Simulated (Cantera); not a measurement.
Input: 1 mol FeS, 3.9 mol O2, held at 10.0 Torr.

These are equilibrium values from Cantera (NASA tables, ideal gas, pure condensed phases), not measurements of a reactor. Candidate condensed phases: Fe, FeO, FeS, FeSO4, FeS2, Fe2O3, Fe2(SO4)3, Fe3O4, S; 12 gas species. The numbers say what is thermodynamically allowed, not how fast it happens.

Problem. Which condensed phases are stable at each of these points (T (°C)): 952, 1002, 1052, 1102, 1152, 1202, 1252, 1302, 1352, 1402?

Solution. 
```json
[
 {"T (°C)": "952", "condensed phases": "Fe2O3(s)", "Fe condensed (%)": "100.0"},
 {"T (°C)": "1002", "condensed phases": "Fe2O3(s)", "Fe condensed (%)": "100.0"},
 {"T (°C)": "1052", "condensed phases": "Fe2O3(s)", "Fe condensed (%)": "100.0"},
 {"T (°C)": "1102", "condensed phases": "Fe2O3(s)", "Fe condensed (%)": "100.0"},
 {"T (°C)": "1152", "condensed phases": "Fe2O3(s)", "Fe condensed (%)": "100.0"},
 {"T (°C)": "1202", "condensed phases": "Fe2O3(s)", "Fe condensed (%)": "100.0"},
 {"T (°C)": "1252", "condensed phases": "Fe3O4(s)", "Fe condensed (%)": "100.0"},
 {"T (°C)": "1302", "condensed phases": "Fe3O4(s)", "Fe condensed (%)": "100.0"},
 {"T (°C)": "1352", "condensed phases": "Fe3O4(s)", "Fe condensed (%)": "100.0"},
 {"T (°C)": "1402", "condensed phases": "Fe3O4(s)", "Fe condensed (%)": "100.0"}
]
```

From 952 °C to 1202 °C the condensed part is Fe2O3(s). From 1252 °C to 1402 °C the condensed part is Fe3O4(s).
